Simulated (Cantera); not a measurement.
Input: 1 mol Si, 16 mol HF, equilibrated at 550 K and 0.133 bar.

Equilibrium computed with Cantera from the NASA thermochemical tables; the gas is ideal and each condensed phase is pure. Candidate condensed phases: Si; 25 gas species. Equilibrium is a limit: real reactors are often held back by kinetics, nucleation or transport.

Q: What is the equilibrium state?

A: 
- x(HF): 0.800
- x(H2): 0.133
- x(SiF4): 0.0667
- x(H2F2): 6.19e-5
- gas amount: 15.00 mol
- log10 activity of Si(s) (absent): -42.64
